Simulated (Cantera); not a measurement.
A freely propagating, adiabatic, planar premixed flame of 16.5 % CO, 7.94 % H2, 0.579 % CH4, 19.7 % O2, 55.3 % N2, unburnt at 300 K and 5780 Torr; mixture-averaged transport, grid criteria slope 0.08 and curve 0.16, no radiation.

Model: GRI-Mech 3.0 (53 species, 325 reactions), integrated in Cantera. Burning velocities carry a grid error of a few per cent, more on coarse grids.

x: mole fraction of selected species; z is measured from the peak of heat release.

```
z (mm)   T (K)  u (m/s)     x CO      x H2     x CH4      x O  x CH2CO     x NO
-------  -----  -------  -------  --------  --------  -------  -------  -------
-0.196     300    0.392    0.166    0.0787   0.00579    <1e-8    <1e-8    <1e-8
-0.131     301    0.391    0.166    0.0760   0.00581    <1e-8    <1e-8    <1e-8
-0.0980    303    0.393    0.167    0.0722   0.00583    <1e-8    <1e-8    <1e-8
-0.0653    330    0.423    0.168    0.0610   0.00580    <1e-8    <1e-8    <1e-8
-0.0327    611    0.767    0.159    0.0362   0.00470      ___  2.53e-7  3.72e-7
-0.0163   1034     1.28    0.136    0.0216   0.00274      ___  1.05e-6  2.64e-6
0         1496     1.82    0.101   0.00933  0.000581      ___  9.62e-7  6.56e-6
0.0163    1783     2.13   0.0674   0.00361   2.90e-5  0.00392  1.14e-7  1.16e-5
0.0327    1945     2.29   0.0452   0.00226   7.94e-7  0.00409    <1e-8  1.67e-5
0.0653    2108     2.46   0.0244   0.00160     <1e-8      ___    <1e-8  2.59e-5
0.131     2225     2.57   0.0118  0.000893     <1e-8      ___    <1e-8  3.96e-5
0.261     2286     2.63  0.00551  0.000444     <1e-8      ___    <1e-8  5.74e-5
0.523     2306     2.65  0.00342  0.000305     <1e-8      ___    <1e-8  8.27e-5
```

Q: Fill in the missing entries.

A: 
- -0.0327, x O: 2.45e-6
- -0.0163, x O: 0.000155
- 0, x O: 0.00190
- 0.0653, x O: 0.00302
- 0.131, x O: 0.00158
- 0.261, x O: 0.000770
- 0.523, x O: 0.000544
